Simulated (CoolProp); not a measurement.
Aqueous calcium chloride as a coolant, 29 % by mass, freezing at -43.2 °C, 1 atm.

The numbers come from the Melinder's fits for secondary coolants in CoolProp.

| T (°C) | Prandtl number | viscosity (mPa s) | density (kg/m³) | conductivity (W/(m K)) |
|---|---|---|---|---|
| -20 | 55.0 | 10.3 | 1289 | 0.506 |
| -15.4 | 45.5 | 8.61 | 1288 | 0.513 |
| -10.8 | 38.2 | 7.29 | 1286 | 0.519 |
| -6.2 | 32.5 | 6.26 | 1283 | 0.525 |
| -1.6 | 28.1 | 5.44 | 1281 | ? |
| 3 | 24.5 | 4.79 | 1279 | ? |
| 7.7 | 21.5 | 4.24 | 1277 | 0.545 |
| 12.3 | 19.2 | ? | 1274 | 0.551 |
| 16.9 | 17.2 | 3.43 | 1272 | 0.558 |
| 21.5 | 15.5 | ? | 1270 | 0.564 |
| 26.1 | 14.0 | 2.84 | 1267 | 0.570 |
| 30.8 | 12.7 | 2.59 | 1265 | 0.577 |

**Question.** What belongs in the gaps?

**Answer.** 
- -1.6, conductivity (W/(m K)): 0.532
- 3, conductivity (W/(m K)): 0.538
- 12.3, viscosity (mPa s): 3.80
- 21.5, viscosity (mPa s): 3.11
